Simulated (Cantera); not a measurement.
Input: 1 mol MgO, 0.49 mol SO₂, 35 mol N₂, equilibrated at 2.10 bar.

Method: chemical equilibrium by Gibbs-energy minimisation in Cantera with the NASA 1993 tables (ideal gas, pure condensed phases). Candidate condensed phases: Mg, MgO, MgS, MgSO₄, S; 22 gas species. The numbers say what is thermodynamically allowed, not how fast it happens. All values below are at 1548 K.

Base state: N₂ 0.986, SO₂ 0.0138 (mole fractions); condensed: MgO(s).

Task: What changes in the equilibrium state with this change: MgO replaced by FeS₂?

Result: 
```tsv
species	before	after
N₂	0.986	0.972
S₂	1.26e-9	0.0136
SO₂	0.0138	0.0133
S₂O	1.48e-9	0.000273
SO	6.75e-6	0.000380
MgO(s), mol	1.00	0
FeS(l), mol	0	1.00
```
FeS: taken at fixed stoichiometry. Further candidate phases: Fe, FeO, FeS, FeSO₄, FeS₂, Fe₂O₃, Fe₂(SO₄)₃, Fe₃O₄.
